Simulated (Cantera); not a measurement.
Feed: 1 mol SiH₄, 19 mol NH₃, held at 42.0 Pa.

Method: chemical equilibrium by Gibbs-energy minimisation in Cantera with the NASA 1993 tables (ideal gas, pure condensed phases). Candidate condensed phases: Si, Si₃N₄; 18 gas species. The tables' values for SiN are old estimates; treat these amounts as uncertain. Gases not in the tables: Si₂H₆ and higher silanes. The numbers say what is thermodynamically allowed, not how fast it happens.

log p: log10 of the partial pressure in bar; n: condensed amount in mol.

| T (K) | log p H₂ | log p N₂ | log p H | log p Si | log p SiH | log p Si₂ | n Si₃N₄(s) | n Si(s) | n Si(l) |
|---|---|---|---|---|---|---|---|---|---|
| 1025 | -3.49 | -4.03 | -10.10 | <-15 | <-15 | <-15 | 0.333 | 0 | 0 |
| 1125 | -3.49 | -4.03 | -9.10 | <-15 | <-15 | <-15 | 0.333 | 0 | 0 |
| 1225 | -3.49 | -4.03 | -8.25 | -13.59 | (withheld) | <-15 | 0.333 | 0 | 0 |
| 1325 | -3.49 | -4.03 | -7.53 | -11.36 | (withheld) | <-15 | 0.333 | 0 | 0 |
| 1425 | -3.49 | -4.03 | -6.91 | -9.44 | (withheld) | -13.23 | 0.333 | 0 | 0 |
| 1525 | -3.49 | -4.03 | -6.37 | -7.78 | (withheld) | -10.66 | 0.333 | 0 | 0 |
| 1625 | -3.50 | -4.00 | -5.90 | -6.79 | (withheld) | -9.32 | 0 | 0.983 | 0 |
| 1725 | -3.50 | -4.00 | -5.48 | -5.99 | (withheld) | -8.32 | 0 | 0 | 0.896 |
| 1825 | -3.51 | -4.01 | -5.11 | -5.34 | (withheld) | -7.53 | 0 | 0 | 0.533 |
| 1925 | -3.53 | -4.02 | -4.78 | -5.01 | (withheld) | -7.33 | 0 | 0 | 0 |
| 2025 | -3.55 | -4.03 | -4.49 | -5.01 | (withheld) | -7.75 | 0 | 0 | 0 |

Task: Some entries are withheld; supply them.

Result: 
- 1225, log p SiH: -14.22
- 1325, log p SiH: -12.24
- 1425, log p SiH: -10.54
- 1525, log p SiH: -9.06
- 1625, log p SiH: -8.24
- 1725, log p SiH: -7.59
- 1825, log p SiH: -7.07
- 1925, log p SiH: -6.86
- 2025, log p SiH: -6.98
